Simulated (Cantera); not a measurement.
Source: NASA polynomial tables (part measured, part estimated), evaluated in Cantera. Values are per mole of reaction as written; species without (g) are pure solids or liquids, kept so even where they would boil at 1 bar.

Q: Between 498 and 2098 K, where is each reaction favourable under standard conditions?
- 1.2 Ti + O2(g) = 0.4 Ti3O5
- 0.8 V + O2(g) = 0.4 V2O5
- 2 Si + O2(g) = 2 SiO(g)

A: 
- 1.2 Ti + O2(g) = 0.4 Ti3O5: ΔG° is -890 kJ at 498 K and -623 kJ at 2098 K; it stays negative (K > 1). ΔH° is -909 kJ and ΔS° -136 J/K at 2098 K.
- 0.8 V + O2(g) = 0.4 V2O5: ΔG° is -533 kJ at 498 K and -309 kJ at 2098 K; it stays negative (K > 1). ΔH° is -573 kJ and ΔS° -126 J/K at 2098 K.
- 2 Si + O2(g) = 2 SiO(g): ΔG° is -290 kJ at 498 K and -522 kJ at 2098 K; it stays negative (K > 1). ΔH° is -331 kJ and ΔS° 91 J/K at 2098 K.
